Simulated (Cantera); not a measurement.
## Adiabatic ignition

An adiabatic, constant-volume homogeneous reactor starts with CH4 : CO : O2 : N2 = 2.1 : 0.57 : 3.94 : 14.8 (molar parts), equivalence ratio 1.1, at 1525 K and 10.0 bar.

Computed with Cantera and GRI-Mech 3.0 (53 species, 325 reactions). Above 3000 K some thermodynamic fits are extrapolated.

```tsv
t (s)	T (K)	P (bar)	x CH4	x CO	x O2	x N2O	x NO
3.00e-6	1525	10.00	0.0981	0.0266	0.184	2.20e-11	<1e-12
7.54e-6	1525	10.00	0.0981	0.0266	0.184	1.01e-10	<1e-12
1.89e-5	1525	10.0	0.0979	0.0266	0.184	4.18e-10	<1e-12
4.75e-5	1529	10.0	0.0972	0.0266	0.184	1.94e-9	1.19e-12
0.000119	1566	10.3	0.0912	0.0275	0.179	1.69e-8	1.90e-11
0.000300	3142	21.6	<1e-12	0.0649	0.00970	2.68e-6	0.0111
0.000754	3142	21.6	<1e-12	0.0650	0.00969	2.68e-6	0.0111
0.00189	3142	21.6	<1e-12	0.0650	0.00969	2.68e-6	0.0111
0.00475	3142	21.6	<1e-12	0.0650	0.00969	2.68e-6	0.0111
0.0119	3142	21.6	<1e-12	0.0650	0.00969	2.68e-6	0.0111
0.0300	3142	21.6	<1e-12	0.0650	0.00969	2.68e-6	0.0111
0.0754	3142	21.6	<1e-12	0.0650	0.00969	2.68e-6	0.0111
0.189	3142	21.6	<1e-12	0.0650	0.00969	2.68e-6	0.0111
0.475	3142	21.6	<1e-12	0.0650	0.00969	2.68e-6	0.0111
1.19	3142	21.6	<1e-12	0.0650	0.00969	2.68e-6	0.0111
3.00	3142	21.6	<1e-12	0.0650	0.00969	2.68e-6	0.0111
```
x: mole fraction; the columns are a selection and need not sum to one.

- time of steepest temperature rise = 0.157 ms
- temperature at 3.00 s = 3142 K
- equilibrium temperature = 3142 K
- x(CH4) at 3.00 s = <1e-12 (gas-phase equilibrium 1.21e-12)
- x(CO) at 3.00 s = 0.0650 (gas-phase equilibrium 0.0650)
- x(O2) at 3.00 s = 0.00969 (gas-phase equilibrium 0.00969)
